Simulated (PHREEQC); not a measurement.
Solution (25 °C): 0.00045 mol PbCl2 and 0.00014 mol Na2SO4 per kg of water. It is in equilibrium with CO2 at log p = -3.4 (atm). Otherwise closed; pH follows from the charge balance.

Model: ion-association model, phreeqc.dat, run in PHREEQC.

No solid was allowed to form.

Q: Estimate the pH, specific conductance.

A: pH 5.41; specific conductance 154 µS/cm.

Q: In which forms is C present?

A: CO2 86 %, HCO3- 10 %, PbHCO3+ 2.8 %, PbCO3 0.7 % of the C.

Examples of supersaturated solids here: Anglesite. Others may be too. Complexes and solids missing from the database can't appear.
